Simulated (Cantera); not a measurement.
Input (Python, Cantera):

```python
import numpy as np
import cantera as ct

gas = ct.Solution("gri30.yaml")
gas.TPX = 1250, 13332, {'CO': 0.024, 'O2': 0.024, 'H2O': 0.001, 'N2': 1}
inlet = ct.Reservoir(gas, clone=True)

reactor = ct.IdealGasConstPressureReactor(gas, energy="off", clone=False)
exhaust = ct.Reservoir(gas, clone=True)
tau = [3.8, 1.9, 0.9, 0.43, 0.21, 0.1, 0.049, 0.024, 0.012, 0.0056][0]
for a, b in ((inlet, reactor), (reactor, exhaust)):
    ct.MassFlowController(a, b, mdot=lambda t: reactor.mass / tau)
net = ct.ReactorNet([reactor])
show = ['CO', 'O2', 'H2O', 'N2O', 'H2']

rows = []
print(f"{'tau/s':>10s}{'T/K':>9s}" + "".join(f"{s:>11s}" for s in show))
for tau in [3.8, 1.9, 0.9, 0.43, 0.21, 0.1, 0.049, 0.024, 0.012, 0.0056]:
    net.initial_time = 0.0
    net.advance(30 * tau)
    before = gas.X
    net.advance(40 * tau)
    drift = np.max(np.abs(gas.X - before) / (gas.X + 1e-9))
    rows.append([gas.T, *gas[show].X, drift])
    print(f"{tau:10.3e}{gas.T:9.1f}" + "".join(f"{x:11.3e}" for x in gas[show].X))
```

Output:

```
     tau/s      T/K         CO         O2        H2O        N2O         H2
 3.800e+00   1250.0  6.789e-04  1.180e-02  9.151e-04  1.396e-07  8.830e-06
 1.900e+00   1250.0  1.061e-03  1.194e-02  8.887e-04  1.229e-07  1.324e-05
 9.000e-01   1250.0  1.704e-03  1.217e-02  8.421e-04  1.076e-07  1.968e-05
 4.300e-01   1250.0  2.698e-03  1.253e-02  7.685e-04  9.610e-08  2.734e-05
 2.100e-01   1250.0  4.175e-03  1.307e-02  6.659e-04  8.915e-08  3.422e-05
 1.000e-01   1250.0  6.468e-03  1.391e-02  5.419e-04  8.727e-08  3.741e-05
 4.900e-02   1250.0  9.546e-03  1.510e-02  4.551e-04  9.012e-08  3.510e-05
 2.400e-02   1250.0  1.323e-02  1.673e-02  4.606e-04  9.297e-08  3.028e-05
 1.200e-02   1250.0  1.688e-02  1.867e-02  5.751e-04  8.753e-08  2.445e-05
 5.600e-03   1250.0  2.043e-02  2.095e-02  7.856e-04  5.438e-08  1.357e-05
```

Detailed kinetics in Cantera: GRI-Mech 3.0 (53 species, 325 reactions).
